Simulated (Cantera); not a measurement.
What does this Cantera script print?

```python
import numpy as np
import cantera as ct

gas_names = """
    B BH BH2 BH3 BO BO2 B2 B2O B2O2 B2O3 B3O3H3 H HBO HBO2 HO2 H2 H2O H2O2 H3B3O6 O OH O2 O3
""".split()
cond_names = """
    B(b) B(L) B2O3(L) B3O3H3(cr) H2O(s) H2O(L)
""".split()


# ... load() reads the species with a 1 bar reference pressure and builds the phases ...
atoms = {
    'B': {'B': 1},
    'H2O': {'H': 2, 'O': 1},
}
top_T = {}  # K; cautious upper limits of use, not melting points


# ... equilibrate(T, P, feed) seeds the gas with the atoms and calls Mixture.equilibrate('TP', solver="vcs", rtol=1e-11, max_steps=5000) ...
results = []
feed = {'B': 1, 'H2O': 2.1}  # mol
T = 1348  # K
P = 180  # Pa
mix = equilibrate(T, P, feed)
results.append((T, P, feed, dict(zip(mix.species_names, mix.species_moles))))
print(gas.report(threshold=1e-05))
for i in range(1, mix.n_phases):
    print(f"{mix.phase(i).name:16s} {mix.phase_moles(i):12.5e} mol")
```

Result:

```
       temperature   1348 K
          pressure   180 Pa
           density   0.00013793 kg/m^3
  mean mol. weight   8.5881 kg/kmol
   phase of matter   gas

                          1 kg             1 kmol
                     ---------------   ---------------
          enthalpy       -6.8598e+06       -5.8913e+07  J
   internal energy       -8.1649e+06       -7.0121e+07  J
           entropy             30418        2.6123e+05  J/K
    Gibbs function       -4.7864e+07       -4.1106e+08  J
 heat capacity c_p            4387.2             37678  J/K
 heat capacity c_v            3419.1             29363  J/K

                      mass frac. Y      mole frac. X     chem. pot. / RT
                     ---------------   ---------------   ---------------
              B2O3         0.0030082        0.00037109           -130.05
                 H        5.3229e-06        4.5351e-05           -12.493
               HBO        0.00010907        3.3675e-05           -62.419
              HBO2           0.31936          0.062597           -92.614
                H2           0.16235           0.69159           -24.986
               H2O           0.51461           0.24532           -55.181
            H3B3O6        0.00055871        3.6503e-05           -277.84
     [  +16 minor]         1.275e-06        4.3439e-07

B(b)              0.00000e+00 mol
B2O3(L)           4.31162e-01 mol
B3O3H3(cr)        0.00000e+00 mol
```

Equilibrium computed with Cantera from the NASA thermochemical tables; the gas is ideal and each condensed phase is pure. Gases not in the tables: H3BO3.
